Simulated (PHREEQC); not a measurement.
1 kg of water holding 0.0059 mol Na2CO3, 0.21 mol Na2SO4, 0.59 mol KCl and 0.015 mol NaCl is evaporated at 25 °C; the solids stay in contact with the brine. CO2 is held at log p = -3.4 (atm). Only these solids could form: Arcanite, Burkeite, Glaserite, Halite, Kalicinite, Mirabilite, Misenite, Nahcolite, Natron, Sylvite, Thenardite, Trona.

All values are PHREEQC results (Pitzer model, pitzer.dat), not measurements.

| water left (kg) | ionic strength | water activity | Sylvite (mol) | Halite (mol) |
|---|---|---|---|---|
| 0.9999 | 1.25 | 0.973 | 0 | 0 |
| 0.8218 | 1.52 | ___ | 0 | 0 |
| 0.6755 | 1.85 | 0.960 | 0 | 0 |
| 0.5551 | 2.25 | 0.951 | 0 | 0 |
| 0.4563 | 2.74 | 0.941 | 0 | 0 |
| 0.375 | 3.33 | ___ | 0 | 0 |
| 0.3082 | 3.87 | 0.913 | 0 | 0 |
| 0.2533 | ___ | 0.901 | 0 | 0 |
| 0.2082 | 4.42 | 0.884 | 0 | 0 |
| 0.1711 | ___ | 0.863 | 0 | 0 |
| 0.1406 | 5.41 | 0.836 | 0 | 0 |
| 0.1156 | ___ | 0.801 | 0 | 0 |
| 0.095 | 6.89 | 0.766 | 0.0284 | 0 |
| 0.07807 | ___ | ___ | 0.104 | 0 |
| 0.06416 | 7.97 | 0.717 | ___ | 0.00198 |
| 0.05274 | 8.00 | 0.717 | 0.183 | 0.0615 |
| 0.04334 | 8.04 | 0.717 | 0.199 | 0.110 |
| 0.03563 | 8.09 | 0.716 | 0.213 | 0.151 |

Task: Complete the blanks.

Result: 
- 0.8218, water activity: 0.967
- 0.375, water activity: 0.928
- 0.2533, ionic strength: 4.10
- 0.1711, ionic strength: 4.84
- 0.1156, ionic strength: 6.15
- 0.07807, ionic strength: 7.36
- 0.07807, water activity: 0.745
- 0.06416, Sylvite (mol): 0.163
